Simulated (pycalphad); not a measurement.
**Effect of Sn content in Al-Si-Sn**

Computed with pycalphad from the COST 507 light-alloy database (1999), at 1 atm. The data set is of 1999 and partly superseded. Not assessed as a whole: an extrapolation from subsystems, which can miss ternary compounds. Phase fractions are per mole of atoms.

| alloy | liquidus (°C) | first solid | solidus (°C) | phases at 227 °C |
|---|---|---|---|---|
| Al-4.74Si-3.52Sn (at.%) | 608 | fcc | 229 | fcc 0.92, diamond (Si) 0.05, bct (Sn) 0.04 |
| Al-4.74Si-7.03Sn (at.%) | 591 | fcc | 229 | fcc 0.88, bct (Sn) 0.07, diamond (Si) 0.05 |
| Al-4.74Si-10.55Sn (at.%) | 577 | fcc | 229 | fcc 0.85, bct (Sn) 0.11, diamond (Si) 0.05 |
| Al-4.74Si-14.07Sn (at.%) | 566 | fcc | 229 | fcc 0.81, bct (Sn) 0.14, diamond (Si) 0.05 |
